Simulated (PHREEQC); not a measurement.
PHREEQC input (ion-association model, phreeqc.dat):

```
SOLUTION 0
  temp 40
  units mmol/kgw
  pH 7 charge
  S(6) 8.6
  Na 17.2
  Cl 0.01
  O(0) 1 O2(g) -0.68
SOLUTION 1-30
  temp 40
  units mmol/kgw
  pH 7 charge
  Cl 9.71
  Li 9.7
  S(6) 7.9
  Mg 7.9
  O(0) 1 O2(g) -0.68
END
EXCHANGE 1-30
  X 0.034
  -equilibrate 1
END
SELECTED_OUTPUT 1
  -reset false
  -pH true
  -pe true
  -ionic_strength true
  -water true
  -step true
  -totals Cl Li Mg Na S S(-2) S(6)
  -molalities LiX MgX2 NaX
  -saturation_indices Halite
PRINT
  -reset false
TRANSPORT
  -cells 30
  -shifts 180
  -lengths 0.00333333
  -time_step 300
  -dispersivities 0.0035
  -boundary_conditions flux flux
  -correct_disp true
  -punch_cells 30
  -punch_frequency 6
END
```

Selected output (columns that matter, 22 of 31 rows; pore volumes added in front):

```
pore volumes	pH	mu	Cl	Li	Mg	Na	S	m_LiX	m_MgX2	m_NaX	si_Halite
0	5.2002	0.030777	0.00971	0.0097	0.0079	0	0.0079	0.001735	0.016132	0	-1000
0.2167	5.2002	0.030777	0.00971	0.0097	0.0079	3.111e-18	0.0079	0.001735	0.016132	6.4933e-19	-21.255
0.6167	5.2014	0.030384	0.0092925	0.0095056	0.0077594	0.00011845	0.0079301	0.0017195	0.016128	2.5e-05	-7.6928
0.8167	5.2085	0.02842	0.0071526	0.0082317	0.006954	0.001172	0.0080846	0.0015915	0.016072	0.00026433	-6.8076
1.2167	5.2323	0.024185	0.0018664	0.0037512	0.0044198	0.0061977	0.008466	0.00093534	0.015632	0.0018016	-6.6603
1.4167	5.2406	0.023549	0.00072294	0.002174	0.0035279	0.0085803	0.0085486	0.0006078	0.015298	0.0027958	-6.93
1.8167	5.2497	0.023543	8.7284e-05	0.00063533	0.0024349	0.011761	0.0085944	0.0002114	0.014614	0.0045599	-7.7117
2.0167	5.2523	0.023686	3.3092e-05	0.00033061	0.0020894	0.01271	0.0085983	0.00011782	0.014302	0.0052777	-8.0997
2.2167	5.2543	0.023823	1.6617e-05	0.00016984	0.0018236	0.013389	0.0085995	6.4272e-05	0.014016	0.0059029	-8.3767
2.6167	5.2571	0.02404	1.0499e-05	4.4021e-05	0.0014482	0.01426	0.0086	1.8409e-05	0.013517	0.0069475	-8.5494
2.8167	5.2581	0.024122	1.0133e-05	2.2345e-05	0.0013125	0.014553	0.0086	9.7457e-06	0.013298	0.0073942	-8.5562
3.2167	5.2597	0.02425	1.0009e-05	5.7721e-06	0.0011064	0.014982	0.0086	2.7056e-06	0.012908	0.0081808	-8.5493
3.4167	5.2603	0.0243	1.0002e-05	2.9428e-06	0.0010264	0.015144	0.0086	1.4232e-06	0.012733	0.008532	-8.5451
3.8167	5.2612	0.024382	1e-05	7.7177e-07	0.00089803	0.015403	0.0086	3.944e-07	0.012415	0.0091695	-8.5381
4.0167	5.2616	0.024415	1e-05	3.9723e-07	0.00084567	0.015508	0.0086	2.0804e-07	0.012269	0.0094611	-8.5352
4.2167	5.262	0.024445	1e-05	2.0519e-07	0.00079938	0.015601	0.0086	1.0994e-07	0.012131	0.0097374	-8.5327
4.6167	5.2626	0.024496	1e-05	5.5362e-08	0.00072117	0.015758	0.0086	3.0916e-08	0.011875	0.01025	-8.5285
4.8167	5.2628	0.024518	1e-05	2.8917e-08	0.00068781	0.015824	0.0086	1.6456e-08	0.011755	0.01049	-8.5267
5.2167	5.2633	0.024556	1e-05	7.9776e-09	0.00063	0.01594	0.0086	4.7e-09	0.01153	0.010939	-8.5237
5.4167	5.2634	0.024573	1e-05	4.213e-09	0.00060477	0.01599	0.0086	2.5222e-09	0.011425	0.011151	-8.5224
5.8167	5.2638	0.024602	1e-05	1.1875e-09	0.00056019	0.01608	0.0086	7.3239e-10	0.011224	0.011552	-8.52
6.0167	5.2639	0.024615	1e-05	6.3372e-10	0.00054039	0.016119	0.0086	3.9631e-10	0.011129	0.011742	-8.519
```

Complexes and solids missing from the database can't appear. Away from 25 °C the constants follow the database's enthalpies or fits; those with neither stay at their 25 °C values.
